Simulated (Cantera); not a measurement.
# Dilute partial oxidation

An isothermal, constant-pressure homogeneous reactor starts with 1.57 % CH₄, 0.597 % O₂, 97.8 % N₂, at 1275 K and 9.87 atm.

Cantera simulation using GRI-Mech 3.0 (53 species, 325 reactions); the numbers are that mechanism's predictions, not measurements. GRI-Mech 3.0 stops at C3 and has no aromatics, soot or wall deposition, so with more carbon than oxygen in the feed, carbon stays in small species such as C2H2 where larger ones or solid carbon would form.

```csv
t (s),x CH₄,x O₂,x NO,x H₂,x CH₂O,x H,x C₂H
0.000700,0.0157,0.00597,<1e-12,1.03e-7,8.49e-8,1.42e-10,<1e-12
0.00228,0.0157,0.00597,<1e-12,5.10e-7,7.47e-7,1.99e-10,<1e-12
0.00740,0.0156,0.00596,<1e-12,2.19e-6,3.31e-6,2.57e-10,<1e-12
0.0240,0.0156,0.00595,<1e-12,1.06e-5,1.15e-5,4.81e-10,<1e-12
0.0782,0.0155,0.00587,<1e-12,7.55e-5,3.14e-5,1.55e-9,<1e-12
0.254,0.0143,0.00517,5.46e-12,0.000734,5.30e-5,1.08e-8,<1e-12
0.826,0.00898,0.000275,2.21e-10,0.00543,4.71e-6,3.72e-8,1.39e-12
2.69,0.00868,8.01e-6,8.57e-11,0.00609,1.17e-7,1.36e-8,<1e-12
8.73,0.00835,2.41e-9,1.05e-11,0.00664,4.96e-9,1.36e-8,<1e-12
28.4,0.00753,<1e-12,<1e-12,0.00796,4.25e-9,1.66e-8,<1e-12
92.3,0.00637,<1e-12,<1e-12,0.00984,3.48e-9,2.22e-8,1.24e-12
300,0.00617,<1e-12,<1e-12,0.0105,3.06e-9,2.41e-8,1.23e-12
```
x: mole fraction; the columns are a selection and need not sum to one.

Equilibrium at this temperature and pressure: CH₄ 0.00220, O₂ <1e-12, NO <1e-12, H₂ 0.0256, CH₂O 1.42e-9, H 3.75e-8, C₂H <1e-12 (gas phase only).
